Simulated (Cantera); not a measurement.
# Stirred combustor or abatement burner

A perfectly stirred reactor is fed with CH₄ : O₂ : N₂ = 1 : 1.33 : 5.01 (molar parts), at 0.670 bar; it is adiabatic with a 823 K inlet, and is followed from long to short residence time, starting on the burning branch (τ in s: 0.027, 0.014, 0.007, 0.0035, 0.0018, 0.0009, 0.00046, 0.00023, 0.00012, 5.9e-05).

Model: GRI-Mech 3.0 (53 species, 325 reactions), integrated in Cantera.

```tsv
τ (s)	T (K)	x CH₄	x O₂	x C₂H₆	x C₂H₂	x CH₂O	x NO₂	x OH
0.027	2252	4.65e-5	0.000171	6.81e-10	1.40e-6	2.26e-6	4.07e-9	0.00165
0.014	2245	6.96e-5	0.000263	1.66e-9	3.09e-6	3.73e-6	4.26e-9	0.00185
0.0070	2237	0.000111	0.000422	4.47e-9	7.47e-6	6.43e-6	4.36e-9	0.00206
0.0035	2229	0.000186	0.000702	1.31e-8	1.93e-5	1.13e-5	4.36e-9	0.00223
0.0018	2221	0.000323	0.00119	4.00e-8	5.06e-5	2.01e-5	4.25e-9	0.00233
0.00090	2208	0.000598	0.00215	1.38e-7	0.000137	3.71e-5	3.95e-9	0.00238
0.00046	2188	0.00112	0.00399	4.89e-7	0.000330	6.79e-5	3.44e-9	0.00237
0.00023	2146	0.00227	0.00801	2.11e-6	0.000725	0.000131	2.84e-9	0.00223
0.00012	2020	0.00678	0.0213	2.36e-5	0.00167	0.000316	2.42e-9	0.00146
5.9e-5	823	0.136	0.181	<1e-12	<1e-12	<1e-12	<1e-12	<1e-12
```
x: mole fraction; the columns are a selection and need not sum to one.
